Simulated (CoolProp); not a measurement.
A single-stage vapour-compression cycle with n-perfluoropentane: evaporating at 261.15 K (dew point), condensing at 296.15 K (bubble point), superheat 5 K, subcooling 2 K, compressor efficiency 0.8, no pressure losses. Each further row changes one setting.

Model: reference Helmholtz-energy equation of state, Gao 2022, in CoolProp.

```csv
case,cooling COP,pressure ratio,discharge temperature (K),refrigerating effect (kJ/kg),volumetric capacity (kJ/m³)
as stated,4.86,4.84,296.2,72.3,158
evaporating temperature 266.15 K,6.01,3.74,296.2,76.0,?
condensing temperature 291.15 K,?,3.97,291.2,77.5,169
subcooling 7 K,5.21,4.84,296.2,77.5,169
superheat 15 K,?,4.84,297.5,79.9,168
compressor efficiency 0.7,4.25,4.84,296.2,72.3,158
```

Question: Complete the blanks.

Answer: 
- evaporating temperature 266.15 K, volumetric capacity (kJ/m³): 211
- condensing temperature 291.15 K, cooling COP: 5.92
- superheat 15 K, cooling COP: 5.07

The compression ends wet for: as stated; evaporating temperature 266.15 K; condensing temperature 291.15 K; subcooling 7 K; compressor efficiency 0.7.
